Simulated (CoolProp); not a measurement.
Vapour-liquid equilibrium of ethanol (1) + o-xylene (2) at 397.2 K; x and y are mole fractions of (1).

The numbers come from the multi-fluid Helmholtz-energy mixture model, Schroeder 2014 and Zhou 2012; pair parameters Bell 2016 in CoolProp.

```
x     bubble pressure (bar)  y at the bubble point  dew pressure at overall composition x (bar)  liquid density (mol/L)
----  ---------------------  ---------------------  -------------------------------------------  ----------------------
0.05                  1.350                  0.582                                       0.6030                   7.601
0.15                  2.382                  0.773                                       0.6737                   7.973
0.25                  2.971                  0.826                                       0.7627                   8.395
0.35                  3.323                  0.851                                       0.8782                   8.877
0.45                  3.561                  0.867                                        1.034                   9.434
0.55                  3.757                  0.881                                        1.257                   10.08
0.65                  3.952                  0.897                                        1.599                   10.85
0.75                  4.167                  0.916                                        2.186                   11.75
0.85                  4.411                  0.943                                        3.314                   12.83
0.95                  4.682                  0.978                                        4.470                   14.13
```

No azeotrope shows between x = 0.05 and 0.95.

The pair parameters rest on a limited set of measurements; away from them the model extrapolates. With so large a gap from Raoult's law the liquid may split in two, which this calculation doesn't test in full.
